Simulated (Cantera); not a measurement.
## Equilibrium for carbothermic reduction: Cu2O + CO

Input: 1 mol Cu2O, a varied amount of CO, equilibrated at 7.50 Torr.

These are equilibrium values from Cantera (NASA tables, ideal gas, pure condensed phases), not measurements of a reactor. Candidate condensed phases: C, Cu, CuO, Cu2O; 15 gas species. Each liquid is taken as pure. Mutual solubility and eutectic melting of coexisting phases are not modelled. Equilibrium is a limit: real reactors are often held back by kinetics, nucleation or transport.

Stable condensed phases:

```
T in K \ n(CO) in mol
         0.92  2.8  4.7  6.5  8.4   10   12   14   16   18   20
   2373     A    A    A    A    A    A    A    A    A    A    A
   2273     A    A    A    A    A    A    A    A    A    A    A
   2173     A    A    A    A    A    A    A    A    A    A    A
   2073     A    A    A    A    A    A    A    A    A    A    A
   1973     B    B    A    A    A    A    A    A    A    A    A
   1873     B    B    B    B    B    B    B    B    A    A    A
   1773     B    B    B    B    B    B    B    B    B    B    B
   1673     B    B    B    B    B    B    B    B    B    B    B
   1573     C    B    B    B    B    B    B    B    B    B    B
   1473     C    B    B    B    B    B    B    B    B    B    B
   1373     C    B    B    B    B    B    B    B    B    B    B
   1273     C    B    B    B    B    B    B    B    B    B    B
   1173     C    B    B    B    B    B    B    B    B    B    B
   1073     C    B    B    B    B    B    B    B    B    B    B
```

A: gas only; B: Cu; C: Cu + Cu2O.
